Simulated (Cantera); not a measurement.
Input: 1 mol KCl, 0.22 mol H₂, at 0.0100 bar.

Method: chemical equilibrium by Gibbs-energy minimisation in Cantera with the NASA 1993 tables (ideal gas, pure condensed phases). Candidate condensed phases: K, KCl; 10 gas species. Equilibrium is a limit: real reactors are often held back by kinetics, nucleation or transport. All values below are at 1473 K.

Base state: KCl 0.793, H₂ 0.181, K₂Cl₂ 0.0174, K 0.00401, HCl 0.00401, H 5.38e-5 (mole fractions); condensed: gas only.

What changes in the equilibrium state with this change: H₂ from 0.22 to 4.3 mol?


```
species   before     after
-------  -------  --------
H₂         0.181     0.809
KCl        0.793     0.184
HCl      0.00401   0.00281
K₂Cl₂     0.0174  0.000937
H        5.38e-5  0.000114
K        0.00401   0.00281
```
